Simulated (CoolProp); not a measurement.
Vapour-liquid equilibrium of n-decane (1) + n-dodecane (2) at 298.1 K; x and y are mole fractions of (1).

Values from CoolProp's multi-fluid Helmholtz-energy mixture model, Lemmon 2006 and Lemmon 2004; pair parameters Bell 2016.

```csv
x,"bubble pressure, mixture model (bar)","bubble pressure, Raoult's law (bar)","y, mixture model","y, Raoult's law"
0.05,0.0002597,0.0002600,0.349,0.349
0.15,0.0004277,0.0004238,0.647,0.643
0.25,0.0005986,0.0005876,0.778,0.773
0.35,0.0007690,0.0007514,0.850,0.846
0.45,0.0009369,0.0009153,0.896,0.893
0.55,0.001101,0.001079,0.927,0.926
0.65,0.001262,0.001243,0.950,0.950
0.75,0.001420,0.001407,0.968,0.968
0.85,0.001578,0.001571,0.982,0.983
0.95,0.001736,0.001734,0.994,0.995
```

The largest gap from Raoult's law is +2.4 % in bubble pressure, at x = 0.45. No azeotrope shows between x = 0.05 and 0.95.

The pair parameters rest on a limited set of measurements; away from them the model extrapolates.
